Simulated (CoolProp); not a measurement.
The fluid at 298.15 K and 15.4 MPa is throttled through a valve to 6.27 MPa with no heat exchange. The same conditions are run with several fluids, on thermodynamics alone (safety and materials aside).

Model: reference Helmholtz-energy equation of state of each fluid (propylene glycol: Eisenbach 2021; R124: de Vries 1995; R407C: Lemmon 2003; R410A: Lemmon 2003; o-xylene: Zhou 2012), in CoolProp. Blends and air are pseudo-pure fits.

| fluid | temperature change (K) | final density (kg/m³) |
|---|---|---|
| propylene glycol | +2.8 | 1030 |
| R124 | +2.3 | 1380 |
| R407C | +0.7 | 1170 |
| R410A | -0.1 | 1100 |
| o-xylene | +4.3 | 877 |
